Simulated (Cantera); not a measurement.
## Equilibrium for carbothermic reduction: CuO + C + N2

Charge: 1 mol CuO, 0.83 mol C, 0.63 mol N2, at 0.0430 bar.

Method: chemical equilibrium by Gibbs-energy minimisation in Cantera with the NASA 1993 tables (ideal gas, pure condensed phases). Candidate condensed phases: C, Cu, CuO, Cu2O; 27 gas species. The numbers say what is thermodynamically allowed, not how fast it happens.

At 800 K the condensed part is C(graphite) + Cu(s). From 1000 K to 1200 K the condensed part is Cu(s). From 1400 K to 2000 K the condensed part is Cu(l). From 2200 K to 2600 K nothing is condensed.

```csv
T (K),x N2,x CO,x Cu,x CO2,n C(graphite),n Cu(s),n Cu(l)
800,0.488,0.249,<1e-12,0.263,0.169,1.00,0
1000,0.432,0.452,3.63e-10,0.116,0,1.00,0
1200,0.432,0.452,2.86e-7,0.116,0,1.00,0
1400,0.431,0.452,3.14e-5,0.116,0,0,1.000
1600,0.431,0.452,0.000925,0.116,0,0,0.999
1800,0.426,0.446,0.0126,0.115,0,0,0.981
2000,0.388,0.407,0.100,0.105,0,0,0.836
2200,0.257,0.269,0.403,0.0689,0,0,0
2400,0.256,0.271,0.404,0.0660,0,0,0
2600,0.253,0.281,0.401,0.0535,0,0,0
```
x: gas mole fraction; n: condensed amount in mol.
